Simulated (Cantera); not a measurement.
**Premixed flame**

A freely propagating, adiabatic, planar premixed flame of 43.4 % H2, 11.9 % O2, 44.7 % N2, equivalence ratio 1.8, unburnt at 500 K and 99000 Pa; mixture-averaged transport, grid criteria slope 0.08 and curve 0.16, no radiation.

Cantera simulation using the H2/O2 subset of GRI-Mech 3.0, which has no nitrogen chemistry; the numbers are that mechanism's predictions, not measurements. Burning velocities carry a grid error of a few per cent, more on coarse grids.

```tsv
z (mm)	T (K)	u (m/s)	x H2	x O2	x H	x H2O2	x O	x OH
-1.27	500	6.73	0.434	0.119	<1e-8	<1e-8	<1e-8	<1e-8
-0.846	500	6.73	0.434	0.119	<1e-8	<1e-8	<1e-8	<1e-8
-0.635	500	6.73	0.434	0.119	<1e-8	<1e-8	<1e-8	<1e-8
-0.423	500	6.73	0.434	0.119	<1e-8	<1e-8	<1e-8	<1e-8
-0.212	520	6.96	0.430	0.119	0.000126	5.39e-6	7.47e-6	5.70e-5
-0.106	769	10.0	0.396	0.113	0.00774	2.19e-5	0.000272	0.000777
0	1198	15.2	0.295	0.0760	0.0471	2.66e-6	0.00327	0.00226
0.106	1489	18.7	0.201	0.0217	0.0838	1.33e-6	0.00435	0.00473
0.212	1615	20.1	0.177	0.00499	0.0883	8.34e-7	0.00286	0.00547
0.423	1735	21.5	0.179	0.00140	0.0772	5.20e-7	0.00208	0.00605
0.846	1858	22.8	0.188	0.000908	0.0613	2.93e-7	0.00153	0.00617
1.69	1978	24.0	0.196	0.000550	0.0454	1.53e-7	0.000964	0.00567
3.39	2081	25.1	0.204	0.000285	0.0315	7.84e-8	0.000514	0.00464
```
x: mole fraction of selected species; z is measured from the peak of heat release.

```json
{
 "laminar_burning_velocity": "673 cm/s",
 "thermal_thickness": "0.423 mm",
 "peak x(H)": "0.0889",
 "peak x(H2O2)": "2.44e-5",
 "peak x(O)": "0.00471",
 "peak x(OH)": "0.00619"
}
```
